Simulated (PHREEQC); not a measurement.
A PHREEQC speciation (ion-association model, wateq4f.dat) at 25 °C gives pH 6.40 and these molalities:

```json
[
 {"species": "SO4-2", "mol/kgw": "0.0908"},
 {"species": "Mn+2", "mol/kgw": "0.0707"},
 {"species": "MnSO4", "mol/kgw": "0.0693"},
 {"species": "Na+", "mol/kgw": "0.0455"},
 {"species": "NaSO4-", "mol/kgw": "0.00494"},
 {"species": "F-", "mol/kgw": "0.000386"},
 {"species": "Cl-", "mol/kgw": "7.99e-5"},
 {"species": "MnF+", "mol/kgw": "4.93e-5"},
 {"species": "ZnSO4", "mol/kgw": "1.76e-5"},
 {"species": "Zn+2", "mol/kgw": "1.36e-5"},
 {"species": "Zn(SO4)2-2", "mol/kgw": "1.17e-5"},
 {"species": "MnCl+", "mol/kgw": "6.08e-6"},
 {"species": "NaF", "mol/kgw": "4.44e-6"},
 {"species": "MnOH+", "mol/kgw": "1.80e-6"},
 {"species": "HSO4-", "mol/kgw": "1.20e-6"},
 {"species": "H+", "mol/kgw": "5.11e-7"},
 {"species": "HF", "mol/kgw": "1.40e-7"},
 {"species": "OH-", "mol/kgw": "3.80e-8"},
 {"species": "ZnF+", "mol/kgw": "1.87e-8"},
 {"species": "ZnOH+", "mol/kgw": "1.43e-8"}
]
```

What are the element totals, and what could have been dissolved in 1 kg of water to give them?

One answer among several that fit: totals Cl 8.60e-5, F 0.000440, Mn(2) 0.140, Na 0.0504, S(6) 0.165, Zn 4.30e-5 mol/kgw, from 140 mmol/kgw MnSO4, 0.043 mmol/kgw ZnCl2, 0.44 mmol/kgw NaF and 25 mmol/kgw Na2SO4.

Precipitation was switched off in this run. Species that the database lacks are ignored.
